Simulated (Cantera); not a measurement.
What does this Cantera script print?

```python
import numpy as np
import cantera as ct

gas_names = """
    CL CL2 H HCL H2 Si SiCL SiCL2 SiCL3 SiCL4 SiH SiHCL3 SiH2 SiH2CL2 SiH3 SiH3CL SiH4 Si2 Si3
""".split()
cond_names = """
    Si(cr) Si(L)
""".split()


# ... load() reads the species with a 1 bar reference pressure and builds the phases ...
atoms = {
    'Si': {'Si': 1},
    'HCl': {'H': 1, 'CL': 1},
    'Cl2': {'CL': 2},
}
top_T = {}  # K; cautious upper limits of use, not melting points


# ... equilibrate(T, P, feed) seeds the gas with the atoms and calls Mixture.equilibrate('TP', solver="vcs", rtol=1e-11, max_steps=5000) ...
results = []
feed = {'Si': 1, 'HCl': 6.3, 'Cl2': 5.2}  # mol
P = 100  # Pa
for T in [450, 550, 650, 750, 850, 950, 1050, 1150, 1250, 1350, 1450, 1550, 1650]:
    mix = equilibrate(T, P, feed)
    results.append((T, P, feed, dict(zip(mix.species_names, mix.species_moles))))

top = {s: max(r[3][s] / sum(r[3][g] for g in gas_names) for r in results) for s in gas_names}
cols = sorted((s for s in top if top[s] > 1e-06), key=lambda s: -top[s])[:5]
seen = [c for c in cond_names if any(r[3].get(c, 0) > 1e-12 for r in results)]
print("log10 of partial pressures in bar; condensed amounts in mol")
print(f"{'T/K':>10s}" + "".join(f"{s[:9]:>10s}" for s in cols + seen))
for T, P, feed, n in results:
    ng = sum(n[g] for g in gas_names)
    print(f"{T:10.4g}" + "".join(f"{np.log10(max(n[s] / ng * P / 1e5, 1e-99)):10.3f}" for s in cols)
          + "".join(f"{n.get(c, 0):10.4g}" for c in seen))
```

It prints:

```
log10 of partial pressures in bar; condensed amounts in mol
       T/K       HCL        CL       CL2     SiCL4     SiCL3
       450    -3.222   -13.017    -3.516    -4.021   -28.732
       550    -3.222   -10.437    -3.516    -4.021   -22.999
       650    -3.222    -8.644    -3.516    -4.021   -19.037
       750    -3.222    -7.325    -3.516    -4.021   -16.137
       850    -3.222    -6.312    -3.516    -4.021   -13.923
       950    -3.223    -5.512    -3.519    -4.022   -12.178
      1050    -3.225    -4.866    -3.529    -4.024   -10.767
      1150    -3.232    -4.342    -3.561    -4.031    -9.597
      1250    -3.248    -3.929    -3.642    -4.048    -8.599
      1350    -3.276    -3.629    -3.819    -4.076    -7.710
      1450    -3.307    -3.451    -4.132    -4.107    -6.873
      1550    -3.326    -3.371    -4.559    -4.130    -6.065
      1650    -3.336    -3.341    -5.015    -4.168    -5.332
```

These are equilibrium values from Cantera (NASA tables, ideal gas, pure condensed phases), not measurements of a reactor. The tables' values for SiCl3 are old estimates; treat these amounts as uncertain.
